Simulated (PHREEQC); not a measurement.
Solution (30 °C): 0.028 mol Na2S, 0.00012 mol NH4HS and 0.0075 mol NaHCO3 per kg of water. Closed to the air; pH follows from the charge balance.

The numbers come from PHREEQC with the ion-association model, phreeqc.dat.

Precipitation was switched off in this run.

Question: Order these C species by the share of C that they hold, largest first: HCO3-, NaCO3-, CO3-2.

Answer: CO3-2 (61 %), NaCO3- (38 %), HCO3- (0.79 %)

The pH is 11.90 and the ionic strength 0.0709 mol/kgw. With this much S-2 the pH rests on the database's HS-/S-2 constant; if that pK is higher, the solution is more alkaline. The database's pK near 12.9 for HS-/S-2 is now thought far too low, so its S-2 is overstated.
